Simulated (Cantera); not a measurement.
Input: 1 mol C3H8, 0.09 mol CO2, equilibrated at 0.100 bar.

Cantera equilibrium calculation (NASA polynomials, part measured and part estimated; ideal gas, pure solids and liquids). Candidate condensed phases: C, C6H6, C7H8, C8H18, H2O; 131 gas species. Ions and electrons are included (thermal ionisation). The numbers say what is thermodynamically allowed, not how fast it happens.

Over these rows the condensed part is C(graphite). Partial pressures as log10 of bar:

| T (K) | 1000/T (1/K) | log p CH4 | log p H2 | log p H | log p CO |
|---|---|---|---|---|---|
| 2000 | 0.5000 | -5.42 | -1.02 | -3.30 | -2.37 |
| 2250 | 0.4444 | -5.69 | -1.03 | -2.64 | -2.37 |
| 2500 | 0.4000 | -5.94 | -1.06 | -2.13 | -2.38 |
| 2750 | 0.3636 | -6.23 | -1.12 | -1.73 | -2.41 |
| 3000 | 0.3333 | -6.63 | -1.26 | -1.43 | -2.46 |
| 3250 | 0.3077 | ? | -1.51 | -1.25 | -2.54 |

**Question.** Fit log p(CH4) = a + b·(1000/T) to the five rows, give the apparent enthalpy, and predict the row at 3250 K.

**Answer.** Means: 1000/T = 0.4083, log p = -5.982. Sxy = 0.121414, Sxx = 0.0174041, so b = 6.98 and a = -5.982 − (6.98)×0.4083 = -8.83.
Apparent enthalpy: −19.145 × (6.98) = -134 kJ/mol. With the condensed phases at unit activity, C(graphite) + 2 H2(g) = CH4(g) links this pressure to the main gases: over the six rows their terms move log p by -0.98 in all, so the slope isn't that reaction's ΔH° alone. The five rows lie within 0.13 of the line; that is curvature, so one enthalpy describes this range poorly.
Prediction at 3250 K: -8.83 + (6.98)×0.3077 = -6.68. The computed value is -7.24, 0.56 from the line.
